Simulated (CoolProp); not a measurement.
Saturated liquid density (kg/m³) of isobutene: the reference equation beside estimates from Tc = 418.1 K, pc = 4016 kPa, ω = 0.193. Rackett uses Z = 0.29056 − 0.08775 ω.

Computed with CoolProp (reference Helmholtz-energy equation of state, Lemmon 2005). It is a short technical equation, of lower accuracy than the large ones.

| T (K) | reference | Rackett | Peng-Robinson |
|---|---|---|---|
| 299 | 587.4 | 585.6 | 615.5 |
| 308.3 | 575.4 | 573.5 | 601.1 |
| 317.6 | 563.1 | 561.0 | 585.8 |
| 326.9 | 550.1 | 547.9 | 569.3 |
| 336.1 | 536.6 | 534.3 | 551.7 |
| 345.4 | 522.2 | 519.8 | 532.6 |
| 354.7 | 506.7 | 504.4 | 511.7 |
| 363.9 | 490.2 | 488.0 | 489.0 |
| 373.2 | 471.8 | 469.8 | 463.6 |
| 382.5 | 451.2 | 449.6 | 435.1 |

Absolute difference from the reference over all 10 rows, mean and median: Rackett 0.4 and 0.4 %, Peng-Robinson 2.8 and 3.2 %.
